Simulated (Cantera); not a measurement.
**Ignition delay**

Mixture: CO : H₂ : CH₄ : O₂ : N₂ = 1 : 0.17 : 0.17 : 1.38 : 5.19 (molar parts), at 1.00 bar, adiabatic and at constant pressure. Ignition delay is the time to a rise of 400 K.

Computed with Cantera and GRI-Mech 3.0 (53 species, 325 reactions). Below about 1000 K GRI-Mech 3.0 lacks low-temperature oxidation paths. Below about 950 K walls govern HO2 and H2O2 in real vessels.

```json
[
 {"T0 (K)": "923", "delay (ms)": "24.0"},
 {"T0 (K)": "998", "delay (ms)": "3.97"},
 {"T0 (K)": "1073", "delay (ms)": "1.33"},
 {"T0 (K)": "1148", "delay (ms)": "0.588"},
 {"T0 (K)": "1223", "delay (ms)": "0.313"},
 {"T0 (K)": "1298", "delay (ms)": "0.193"},
 {"T0 (K)": "1373", "delay (ms)": "0.134"},
 {"T0 (K)": "1448", "delay (ms)": "0.101"},
 {"T0 (K)": "1523", "delay (ms)": "0.0799"}
]
```
